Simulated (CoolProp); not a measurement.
The numbers come from the reference Helmholtz-energy equation of state, Wagner 2002 in CoolProp.

**Question.** For water, give the phase and the Joule-Thomson coefficient (K/MPa), Prandtl number at 329.75 °C and 625 bar.

**Answer.** 
- 329.75 °C and 625 bar: liquid; Joule-Thomson coefficient 0.0637, Prandtl number 0.769

Viscosity comes from a separate model (Huber 2009). Thermal conductivity comes from a separate model (Huber 2012).
